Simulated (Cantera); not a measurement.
An adiabatic, constant-volume homogeneous reactor starts with 16.8 % H₂, 17.4 % O₂, 65.8 % N₂, at 1725 K and 1.00 bar.

Detailed kinetics in Cantera: the H2/O2 subset of GRI-Mech 3.0, which has no nitrogen chemistry.

One state of this run: T (K) = 2778; P (bar) = 1.51; x H₂ = 0.00844; x O₂ = 0.0891; x H₂O₂ = 6.81e-7; x O = 0.0122; x OH = 0.0286; x HO₂ = 1.98e-5. x: mole fraction; the columns are a selection and need not sum to one.

**Question.** Which value of t (s) does it belong to?
A. 0.169
B. 5.74e-5
C. 2.36e-5
D. 4.00e-6

**Answer.** A, 0.169
